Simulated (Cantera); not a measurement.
An isothermal, constant-pressure homogeneous reactor starts with 60.6 % CH4, 39.4 % H2, at 1725 K and 1.95 Torr.

Computed with Cantera and GRI-Mech 3.0 (53 species, 325 reactions). GRI-Mech 3.0 stops at C3 and has no aromatics, soot or wall deposition, so with more carbon than oxygen in the feed, carbon stays in small species such as C2H2 where larger ones or solid carbon would form. Radical loss at walls, strong at low pressure, is not modelled.

Problem. Predict: x(CH4) at 1.00 s; x(H2) at 1.00 s; x(CH2) at 1.00 s; x(C2H6) at 1.00 s; x(C2H4) at 1.00 s.

Solution. 
```json
{
 "x(CH4) at 1.00 s": "0.0558 (gas-phase equilibrium 8.46e-5)",
 "x(H2) at 1.00 s": "0.770 (gas-phase equilibrium 0.808)",
 "x(CH2) at 1.00 s": "2.14e-6 (gas-phase equilibrium 3.01e-8)",
 "x(C2H6) at 1.00 s": "7.48e-6 (gas-phase equilibrium 6.48e-11)",
 "x(C2H4) at 1.00 s": "0.000471 (gas-phase equilibrium 1.58e-5)"
}
```
